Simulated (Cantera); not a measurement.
A closed system holds: 1 mol Si, 1.2 mol Cl₂, 6.5 mol H₂, equilibrated at 1102 °C and 10000 Pa.

Method: chemical equilibrium by Gibbs-energy minimisation in Cantera with the NASA 1993 tables (ideal gas, pure condensed phases). The tables' values for SiCl₃ are old estimates; treat these amounts as uncertain. The numbers say what is thermodynamically allowed, not how fast it happens.

```csv
species,before,after
H₂,0.804,0.849
HCl,0.116,0.0997
SiCl₂,0.0482,0.0337
SiCl₄,0.0134,0.00654
SiCl₃,0.0118,0.00693
SiHCl₃,0.00591,0.00356
SiH₂Cl₂,0.000388,0.000286
"Si(s), mol",0.402,0.456
```
Gas species are given as mole fractions.

### Question
What was changed between the two runs?
A) Si replaced by SiCl₄
B) temperature from 1102 °C to 1352 °C
C) H₂ from 6.5 to 9.6 mol
D) temperature from 1102 °C to 600 °C

### Answer
C, H₂ from 6.5 to 9.6 mol
